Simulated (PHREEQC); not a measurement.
1 kg of water holding 0.043 mol/kgw MgSO4, 0.019 mol/kgw NaCl, 0.026 mol/kgw MgCl2 and 0.13 mol/kgw KCl is evaporated at 20 °C; the solids stay in contact with the brine. No CO2 enters from the air. Only these solids could form: Arcanite, Bischofite, Bloedite, Brucite, Carnallite, Epsomite, Glaserite, Halite, Hexahydrite, Kainite, Kieserite, Leonite, Mirabilite, Misenite, Schoenite, Sylvite, Thenardite, MgCl2_4H2O.

The series has 26 steps of water left (kg), from 1 to 0.004102.

Computed with PHREEQC (Pitzer model, pitzer.dat).

Q: Which solids form, in which order, and at which step of the series does each first stand?

A: Arcanite from water left = 0.06418 kg, last present at water left = 0.03464 kg; Schoenite from water left = 0.03464 kg, last present at water left = 0.02251 kg; Sylvite from water left = 0.03464 kg; Leonite from water left = 0.01872 kg, last present at water left = 0.01164 kg; Halite from water left = 0.01498 kg; Kainite from water left = 0.01498 kg; Carnallite from water left = 0.004102 kg.

Complexes and solids missing from the database can't appear.
